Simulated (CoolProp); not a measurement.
A single-stage vapour-compression cycle with hydrogen chloride: evaporating at 250.15 K (dew point), condensing at 284.15 K (bubble point), superheat 0 K, subcooling 0 K, compressor efficiency 0.85, no pressure losses. Each further row changes one setting.

Values from CoolProp's reference Helmholtz-energy equation of state, Thol 2018.

```csv
case,cooling COP,pressure ratio,discharge temperature (K),refrigerating effect (kJ/kg),volumetric capacity (kJ/m³)
as stated,4.93,2.53,331.9,292,8250
evaporating temperature 255.15 K,6.02,2.18,322.7,292,9620
condensing temperature 279.15 K,5.99,2.24,319.5,303,8550
subcooling 5 K,5.11,2.53,331.9,303,8560
superheat 10 K,4.79,2.53,346.8,304,8030
compressor efficiency 0.75,4.35,2.53,338.9,292,8250
```
